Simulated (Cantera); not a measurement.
# Carbon deposition, reforming and gasification: CO + CO2 + N2

Charge: 1 mol CO, 0.22 mol CO2, 3.2 mol N2, equilibrated at 0.200 bar.

These are equilibrium values from Cantera (NASA tables, ideal gas, pure condensed phases), not measurements of a reactor. Candidate condensed phases: C; 24 gas species. Kinetics and transport are ignored.

| T (°C) | log p N2 | log p CO | log p CO2 | log p O | log p NO | log p O2 | log p N | log p NO2 |
|---|---|---|---|---|---|---|---|---|
| 1427 | -0.84 | -1.34 | -2.00 | -9.17 | -7.39 | -9.64 | -11.67 | <-12 |
| 1577 | -0.84 | -1.34 | -2.00 | -7.84 | -6.46 | -8.25 | -10.48 | <-12 |
| 1727 | -0.84 | -1.34 | -2.00 | -6.71 | -5.68 | -7.07 | -9.46 | -11.64 |
| 1877 | -0.84 | -1.34 | -2.00 | -5.74 | -5.01 | -6.06 | -8.59 | -10.56 |
| 2027 | -0.84 | -1.34 | -2.00 | -4.90 | -4.43 | -5.19 | -7.83 | -9.63 |
| 2177 | -0.84 | -1.34 | -2.01 | -4.17 | -3.93 | -4.44 | -7.16 | -8.84 |
| 2327 | -0.84 | -1.34 | -2.04 | -3.55 | -3.51 | -3.84 | -6.57 | -8.19 |
| 2477 | -0.84 | -1.33 | -2.12 | -3.06 | -3.20 | -3.41 | -6.04 | -7.72 |
| 2627 | -0.85 | -1.31 | -2.26 | -2.69 | -3.00 | -3.19 | -5.57 | -7.46 |
log p: log10 of the partial pressure in bar; nothing condenses.

From 1427 °C to 2627 °C nothing is condensed. The main C-bearing gas is CO throughout.
